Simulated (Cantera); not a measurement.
Feed: 1 mol SiHCl3, 35 mol N2, equilibrated at 927 °C and 4.88 Torr.

Method: chemical equilibrium by Gibbs-energy minimisation in Cantera with the NASA 1993 tables (ideal gas, pure condensed phases). Candidate condensed phases: NH4Cl, Si, Si3N4; 28 gas species. N2 is the only nitrogen source here; it is nearly inert below about 1500 K, so the nitride shown seldom forms there in practice. The tables' values for SiCl3 are old estimates; treat these amounts as uncertain. Equilibrium is a limit: real reactors are often held back by kinetics, nucleation or transport.

Base state: N2 0.959, HCl 0.0257, SiCl4 0.0135, H2 0.000983, SiCl3 0.000818, SiCl2 0.000436, SiHCl3 1.40e-5 (mole fractions); condensed: Si3N4(s).

### Question
What changes in the equilibrium state with this change: temperature from 927 °C to 1650 °C?

### Answer
```
species          before     after
-------------  --------  --------
N2                0.959     0.944
SiCl2          0.000436    0.0263
HCl              0.0257    0.0225
SiCl4            0.0135   5.36e-6
SiCl              <1e-9  0.000181
Si                <1e-9  0.000101
H               7.67e-8  0.000517
Cl              1.74e-6   0.00448
Si3N4(s), mol     0.156         0
```
The tables' values for SiCl3, SiCl are old estimates; treat these amounts as uncertain.
